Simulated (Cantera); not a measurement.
A freely propagating, adiabatic, planar premixed flame of CH4 : H2 : O2 : N2 = 1 : 0.34 : 3.19 : 12 (molar parts), equivalence ratio 0.68, unburnt at 425 K and 0.480 bar; mixture-averaged transport, grid criteria slope 0.08 and curve 0.16, no radiation.

Computed with Cantera and GRI-Mech 3.0 (53 species, 325 reactions). Burning velocities carry a grid error of a few per cent, more on coarse grids.

x: mole fraction of selected species; z is measured from the peak of heat release.

```json
[
 {"z (mm)": "-2.58", "T (K)": "425", "u (m/s)": "0.591", "x CH4": "0.0605", "x H2": "0.0203", "x O2": "0.193", "x NO2": "<1e-8", "x C2H2": "<1e-8", "x HO2": "4.35e-8"},
 {"z (mm)": "-1.72", "T (K)": "427", "u (m/s)": "0.593", "x CH4": "0.0605", "x H2": "0.0197", "x O2": "0.193", "x NO2": "<1e-8", "x C2H2": "<1e-8", "x HO2": "6.74e-7"},
 {"z (mm)": "-1.29", "T (K)": "433", "u (m/s)": "0.601", "x CH4": "0.0602", "x H2": "0.0190", "x O2": "0.193", "x NO2": "<1e-8", "x C2H2": "<1e-8", "x HO2": "3.48e-6"},
 {"z (mm)": "-0.861", "T (K)": "476", "u (m/s)": "0.661", "x CH4": "0.0582", "x H2": "0.0175", "x O2": "0.191", "x NO2": "1.12e-8", "x C2H2": "…", "x HO2": "2.72e-5"},
 {"z (mm)": "-0.430", "T (K)": "781", "u (m/s)": "1.09", "x CH4": "0.0433", "x H2": "0.0150", "x O2": "0.168", "x NO2": "1.24e-8", "x C2H2": "…", "x HO2": "0.000112"},
 {"z (mm)": "-0.215", "T (K)": "1117", "u (m/s)": "1.57", "x CH4": "0.0252", "x H2": "0.0135", "x O2": "0.138", "x NO2": "<1e-8", "x C2H2": "…", "x HO2": "0.000123"},
 {"z (mm)": "0", "T (K)": "1446", "u (m/s)": "2.03", "x CH4": "0.00669", "x H2": "0.0107", "x O2": "0.101", "x NO2": "<1e-8", "x C2H2": "…", "x HO2": "0.000117"},
 {"z (mm)": "0.215", "T (K)": "1589", "u (m/s)": "2.23", "x CH4": "0.000589", "x H2": "0.00673", "x O2": "0.0798", "x NO2": "<1e-8", "x C2H2": "…", "x HO2": "2.75e-5"},
 {"z (mm)": "0.430", "T (K)": "1640", "u (m/s)": "2.30", "x CH4": "3.06e-5", "x H2": "0.00482", "x O2": "0.0724", "x NO2": "<1e-8", "x C2H2": "…", "x HO2": "1.22e-5"},
 {"z (mm)": "0.861", "T (K)": "1701", "u (m/s)": "2.37", "x CH4": "8.44e-8", "x H2": "0.00400", "x O2": "0.0677", "x NO2": "<1e-8", "x C2H2": "<1e-8", "x HO2": "9.09e-6"},
 {"z (mm)": "1.72", "T (K)": "1772", "u (m/s)": "2.46", "x CH4": "<1e-8", "x H2": "0.00311", "x O2": "0.0650", "x NO2": "<1e-8", "x C2H2": "<1e-8", "x HO2": "6.43e-6"},
 {"z (mm)": "3.44", "T (K)": "1835", "u (m/s)": "2.54", "x CH4": "<1e-8", "x H2": "0.00186", "x O2": "0.0636", "x NO2": "<1e-8", "x C2H2": "<1e-8", "x HO2": "3.83e-6"},
 {"z (mm)": "6.89", "T (K)": "1878", "u (m/s)": "2.59", "x CH4": "<1e-8", "x H2": "0.000872", "x O2": "0.0629", "x NO2": "<1e-8", "x C2H2": "<1e-8", "x HO2": "1.98e-6"}
]
```

Task: Fill in the missing entries.

Result: 
- -0.861, x C2H2: 6.43e-8
- -0.430, x C2H2: 9.43e-7
- -0.215, x C2H2: 2.77e-6
- 0, x C2H2: 4.94e-6
- 0.215, x C2H2: 7.15e-7
- 0.430, x C2H2: 1.82e-8
